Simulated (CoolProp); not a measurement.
Vapour-liquid equilibrium of CH2F2 (R32) (1) + R142b (2) at 712 kPa; x and y are mole fractions of (1).

Computed with CoolProp (multi-fluid Helmholtz-energy mixture model, Tillner-Roth 1997 and Lemmon 2006; pair parameters Bell 2016).

Give the bubble temperature and the first vapour's composition at x = 0.05, 0.15, 0.25. Is there an azeotrope?

x = 0.05: 318.5 K, y = 0.171; x = 0.15: 307.3 K, y = 0.429; x = 0.25: 298.3 K, y = 0.599. No azeotrope shows between x = 0.05 and 0.95.

Pair parameters are fitted to limited data, so mixtures are less certain than the pure fluids.
